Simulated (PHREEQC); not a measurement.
1 kg of water holding 0.043 mol MgCl2, 0.061 mol CaCl2 and 0.0082 mol KCl is evaporated at 25 °C; the solids stay in contact with the brine. CO2 from the air is kept out. Solids allowed: Bischofite, Brucite, Carnallite, Portlandite, Sylvite, MgCl2_4H2O. Others were left out.

Base run: PHREEQC, Pitzer model, pitzer.dat. Each further column changes one thing. The table gives water activity.

```json
[
 {"H2O removed (mol)": "0", "base": "0.995", "temperature from 25 to 50 °C": "0.995"},
 {"H2O removed (mol)": "24.69", "base": "0.991", "temperature from 25 to 50 °C": "0.991"},
 {"H2O removed (mol)": "41.44", "base": "0.979", "temperature from 25 to 50 °C": "0.979"},
 {"H2O removed (mol)": "47.7", "base": "0.959", "temperature from 25 to 50 °C": "0.960"},
 {"H2O removed (mol)": "51.17", "base": "0.914", "temperature from 25 to 50 °C": "0.917"},
 {"H2O removed (mol)": "53.53", "base": "0.743", "temperature from 25 to 50 °C": "0.754"},
 {"H2O removed (mol)": "54.41", "base": "0.438", "temperature from 25 to 50 °C": "0.464"}
]
```

 Constants without temperature data keep their 25 °C values here.
